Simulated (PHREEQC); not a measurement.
Make-up at 25 °C: 0.0014 mol Na2SeO3 per kg of water. Closed to the air; pH follows from the charge balance.

Equilibrium calculation in PHREEQC: ion-association model, wateq4f.dat.

Each row changes one thing in this solution. No solid was allowed to form.

| case | pH | ionic strength (mol/kgw) | SeO3-2 (mol/kgw) | HSeO3- (mol/kgw) |
|---|---|---|---|---|
| as made | 9.75 | 0.00414 | 0.00134 | 6.08e-5 |
| temperature from 25 to 75 °C | 9.07 | 0.00395 | 0.00115 | 0.000247 |
| diluted 2-fold with water | 9.62 | 0.00206 | 0.000657 | 4.34e-5 |
| Na2SeO3 from 0.0014 to 0.014 mol/kgw | 10.16 | 0.0418 | 0.0138 | 0.000175 |
| diluted 10-fold with water | 9.27 | 0.000401 | 0.000121 | 1.91e-5 |
| Na2SeO3 from 0.0014 to 0.007 mol/kgw | 10.04 | 0.0209 | 0.00687 | 0.000128 |

At this temperature some constants are extrapolated from 25 °C, and those without enthalpy data are left unchanged.
